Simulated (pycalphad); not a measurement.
All values are pycalphad results on the COST 507 light-alloy database (1999) (1 atm), not direct measurements. These are 1990s assessments: newer ones move some temperatures and phases. The system is extrapolated from its subsystems; higher-order compounds may be missing.

### Question
How does the equilibrium phase assembly of Al-3.495Mn-9.267Fe-3.806Si (wt.%) change on cooling from 1577 °C to 227 °C?

### Answer
```csv
T (°C),phases above,phases below
871.7,liquid,AL13FE4 + liquid
707.1,AL13FE4 + liquid,AL13FE4 + ALMNSI_ALPHA + liquid
639.1,AL13FE4 + ALMNSI_ALPHA + liquid,AL13FE4 + AL6MN + ALMNSI_ALPHA + liquid
624 ± 1,AL13FE4 + AL6MN + ALMNSI_ALPHA + liquid,ALFESI_ALPHA + ALMNSI_ALPHA + fcc + liquid
618.4,ALFESI_ALPHA + ALMNSI_ALPHA + fcc + liquid,ALFESI_ALPHA + ALFESI_BETA + ALMNSI_ALPHA + fcc
435 ± 6,ALFESI_ALPHA + ALFESI_BETA + ALMNSI_ALPHA + fcc,AL6MN + ALFESI_BETA + ALMNSI_ALPHA + fcc
```
Changes were sought between steps of 75 K, so a narrower field can be missed.

Database names, with the compositions (at.%) that they take in these runs: AL13FE4: Al 76 Fe 21 Mn 2; ALMNSI_ALPHA: Al 71 Mn 17 Si 11; ALFESI_ALPHA: Al 72 Fe 19 Si 8; ALFESI_BETA: Al 70 Fe 15 Si 15; AL6MN: Al 86 Fe 8 Mn 6.
